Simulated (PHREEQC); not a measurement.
A made-up water analysis in mg/L, 10 °C, pH 6.31, pe -2: Na 86.4; K 83.6; Ca 43.2; Mg 31.6; Cl 308; S(6) as SO4 48.8; Alkalinity as HCO3 59.6; F 5.6; Zn 0.286.

Valence states are taken as typed.

All values are PHREEQC results (ion-association model, phreeqc.dat), not measurements.

No solid was allowed to form.

**Question.** Estimate the specific conductance.

**Answer.** specific conductance 862 µS/cm.

**Question.** In which forms is Ca present?

**Answer.** Ca+2 97 %, CaSO4 2.7 %, CaHCO3+ 0.6 % of the Ca.

Saturation is exceeded, for instance for Fluorite; the values hold only as long as no solid forms. Away from 25 °C the constants follow the database's enthalpies or fits; those with neither stay at their 25 °C values.
